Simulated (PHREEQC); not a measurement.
Reverse-osmosis permeate

Synthetic water in mg/kgw, 25 °C, pH 6.66, pe 12.3:

| constituent | mg/kgw |
|---|---|
| Na | 0.65 |
| K | 0.258 |
| Ca | 5.95 |
| Mg | 0.803 |
| Cl | 1.45 |
| S(6) as SO4 | 2.7 |
| Alkalinity as HCO3 | 18.7 |
| Ba | 0.135 |
| Li | 0.0684 |
| Si as SiO2 | 0.0954 |

Na is adjusted to close the charge balance.
Valence states are taken as typed.

Computed with PHREEQC (ion-association model, phreeqc.dat).

```json
{
  "ionic_strength": "0.000610 mol/kgw"
}
```

```
species  molality  activity   log γ
-------  --------  --------  ------
HCO3-    0.000306  0.000298  -0.012
Ca+2     0.000147  0.000132  -0.048
CO2      0.000146  0.000146   0.000
Cl-       4.09e-5   3.98e-5  -0.012
Mg+2      3.28e-5   2.93e-5  -0.048
SO4-2     2.74e-5   2.45e-5  -0.048
```

This is a speciation only: nothing precipitates in the calculation.
